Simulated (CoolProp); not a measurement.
Values from CoolProp's reference Helmholtz-energy equation of state, Tillner-Roth 1997.

### Question
For CH2F2 (R32), give the phase and the viscosity (µPa s) at 297.5 K and 0.052 MPa; 297.5 K and 1.27 MPa; 297.5 K and 2.41 MPa.

### Answer
- 297.5 K and 0.052 MPa: gas; viscosity 13.3
- 297.5 K and 1.27 MPa: gas; viscosity 13.5
- 297.5 K and 2.41 MPa: liquid; viscosity 114

Viscosity comes from a separate model (Bell 2016), an estimate that may be off by 10 % or more.
